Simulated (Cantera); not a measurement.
What does this Cantera script print?

```python
import numpy as np
import cantera as ct

gas_names = """
    CL CL2 H HCL H2 N NH NH2 NH3 N2 N2H2 N2H4 Si SiCL SiCL2 SiCL3 SiCL4 SiH SiHCL3 SiH2 SiH2CL2 SiH3
    SiH3CL SiH4 SiN Si2 Si2N Si3
""".split()
cond_names = """
    NH4CL(a) NH4CL(b) Si(cr) Si(L) Si3N4(a)
""".split()


# ... load() reads the species with a 1 bar reference pressure and builds the phases ...
atoms = {
    'SiHCl3': {'Si': 1, 'H': 1, 'CL': 3},
    'N2': {'N': 2},
}
top_T = {'Si3N4(a)': 2400}  # K; cautious upper limits of use, not melting points


# ... equilibrate(T, P, feed) seeds the gas with the atoms and calls Mixture.equilibrate('TP', solver="vcs", rtol=1e-11, max_steps=5000) ...
results = []
T = 1698.15  # K
P = 1000  # Pa
for m in [30, 41, 56, 78, 110, 150, 200]:
    feed = {'SiHCl3': 1, 'N2': m}  # mol
    mix = equilibrate(T, P, feed)
    results.append((T, P, feed, dict(zip(mix.species_names, mix.species_moles))))
    x = sorted(zip(gas.X, gas.species_names), reverse=True)
    print(f"T = {T:g} K  P = {P:g} Pa  n(N2) = {m:g} mol  gas = {mix.phase_moles(0):.4g} mol")
    print("   x: " + "  ".join(f"{s} {v:.3e}" for v, s in x if v > 0.001))
    print("   condensed (mol): " + ("  ".join(f"{mix.phase(i).name} {mix.phase_moles(i):.4g}"
          for i in range(1, mix.n_phases) if mix.phase_moles(i) > 1e-12) or "none"))
```

Output:

```
T = 1698.15 K  P = 1000 Pa  n(N2) = 30 mol  gas = 31.98 mol
   x: N2 9.381e-01  SiCL2 2.929e-02  HCL 2.828e-02  SiCL3 1.756e-03  H2 1.467e-03
   condensed (mol): none
T = 1698.15 K  P = 1000 Pa  n(N2) = 41 mol  gas = 42.99 mol
   x: N2 9.538e-01  SiCL2 2.196e-02  HCL 2.113e-02  SiCL3 1.166e-03  H2 1.044e-03
   condensed (mol): none
T = 1698.15 K  P = 1000 Pa  n(N2) = 56 mol  gas = 57.99 mol
   x: N2 9.656e-01  SiCL2 1.640e-02  HCL 1.570e-02
   condensed (mol): none
T = 1698.15 K  P = 1000 Pa  n(N2) = 78 mol  gas = 80 mol
   x: N2 9.750e-01  SiCL2 1.197e-02  HCL 1.140e-02
   condensed (mol): none
T = 1698.15 K  P = 1000 Pa  n(N2) = 110 mol  gas = 112 mol
   x: N2 9.821e-01  SiCL2 8.610e-03  HCL 8.136e-03
   condensed (mol): none
T = 1698.15 K  P = 1000 Pa  n(N2) = 150 mol  gas = 152 mol
   x: N2 9.867e-01  SiCL2 6.378e-03  HCL 5.982e-03
   condensed (mol): none
T = 1698.15 K  P = 1000 Pa  n(N2) = 200 mol  gas = 202 mol
   x: N2 9.900e-01  SiCL2 4.820e-03  HCL 4.487e-03
   condensed (mol): none
```

Equilibrium computed with Cantera from the NASA thermochemical tables; the gas is ideal and each condensed phase is pure. The tables' values for SiCl3, SiCl are old estimates; treat these amounts as uncertain.
